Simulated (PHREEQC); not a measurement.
# Hard or scaling water: speciation

Dissolve 0.097 mmol/kgw CaSO4 and 0.22 mmol/kgw NaHCO3 at 25 °C. Closed to the air; pH follows from the charge balance.

Computed with PHREEQC (Pitzer model, pitzer.dat).

Each row changes one thing in this solution. This is a speciation only: nothing precipitates in the calculation.

```tsv
case	pH	ionic strength (mol/kgw)
as made	8.17	0.000610
NaHCO3 replaced by NaHSO4 at the same molality	3.69	0.00104
CaSO4 left out	8.18	0.000222
7e-06 mol/kgw NaOH added	[?]	[?]
temperature from 25 to 50 °C	7.87	[?]
```

**Question.** Complete the blanks.

**Answer.** 
- 7e-06 mol/kgw NaOH added, pH: 8.59
- 7e-06 mol/kgw NaOH added, ionic strength (mol/kgw): 0.000619
- temperature from 25 to 50 °C, ionic strength (mol/kgw): 0.000609

At this temperature some constants are extrapolated from 25 °C, and those without enthalpy data are left unchanged.
